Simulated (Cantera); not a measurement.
A closed system holds: 1 mol SiHCl3, 0.66 mol HCl, 65 mol H2, equilibrated at 1250 K and 13300 Pa.

These are equilibrium values from Cantera (NASA tables, ideal gas, pure condensed phases), not measurements of a reactor. Candidate condensed phases: Si; 19 gas species. The tables' values for SiCl3 are old estimates; treat these amounts as uncertain. Rates play no part.

Base state: H2 0.957, HCl 0.0358, SiCl2 0.00338, SiCl4 0.00131, SiHCl3 0.00125, SiCl3 0.000787, SiH2Cl2 0.000161 (mole fractions); condensed: Si(s).

**Question.** What changes in the equilibrium state with this change: pressure from 13300 Pa to 100000 Pa?

**Answer.** 
| species | before | after |
|---|---|---|
| H2 | 0.957 | 0.965 |
| HCl | 0.0358 | 0.0260 |
| SiHCl3 | 0.00125 | 0.00353 |
| SiH3Cl | 5.79e-6 | 3.17e-5 |
| SiH2Cl2 | 0.000161 | 0.000635 |
| SiCl4 | 0.00131 | 0.00267 |
| SiCl2 | 0.00338 | 0.00176 |
| SiCl3 | 0.000787 | 0.000810 |
| Si(s), mol | 0.535 | 0.366 |
